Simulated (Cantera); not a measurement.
A Cantera script and what it prints.

```python
import numpy as np
import cantera as ct

gas_names = """
    H2O H2
""".split()
cond_names = """
    V2O3(s) V2O3(L) V2O4(I) V2O4(II) V2O4(L)
""".split()


# ... load() reads the species with a 1 bar reference pressure and builds the phases ...
species = {s.name: s for s in load("nasa_gas.yaml", gas_names) + load("nasa_condensed.yaml", cond_names)}
# Each term lists the table entries of one substance; the one whose range holds T is used.
reactions = {
    'V2O3 + H2O(g) = V2O4 + H2(g)':
        [(-1, ['V2O3(s)', 'V2O3(L)']), (-1, ['H2O']), (1, ['V2O4(I)', 'V2O4(II)', 'V2O4(L)']), (1, ['H2'])],
}


def pick(names, T):
    return next(species[n] for n in names if species[n].thermo.min_temp <= T <= species[n].thermo.max_temp)


results = []
for label, terms in reactions.items():
    print(label)
    print("     T/K   dH/kJ  dS/(J/K)   dG/kJ   log10 K")
    for T in [300, 673, 698, 723, 748, 773]:
        used = [(nu, pick(names, T)) for nu, names in terms]
        dH = sum(nu * s.thermo.h(T) for nu, s in used) / 1e6
        dS = sum(nu * s.thermo.s(T) for nu, s in used) / 1e3
        dG = dH - T * dS / 1e3
        logK = -dG * 1e6 / (ct.gas_constant * T * np.log(10))
        results.append((label, T, dH, dS, dG, logK, [s.name for _, s in used]))
        print(f"{T:8g} {dH:8.1f} {dS:8.1f} {dG:8.1f} {logK:8.2f}")
```

Result:

```
V2O3 + H2O(g) = V2O4 + H2(g)
     T/K   dH/kJ  dS/(J/K)   dG/kJ   log10 K
     300     33.4    -52.8     49.3    -8.58
     673     47.2    -16.4     58.2    -4.52
     698     47.5    -15.9     58.6    -4.39
     723     47.9    -15.4     59.0    -4.26
     748     48.2    -14.9     59.4    -4.15
     773     48.5    -14.5     59.7    -4.04
```

Source: NASA polynomial tables (part measured, part estimated), evaluated in Cantera. Condensed species are held in their standard states even where they would react or evaporate.
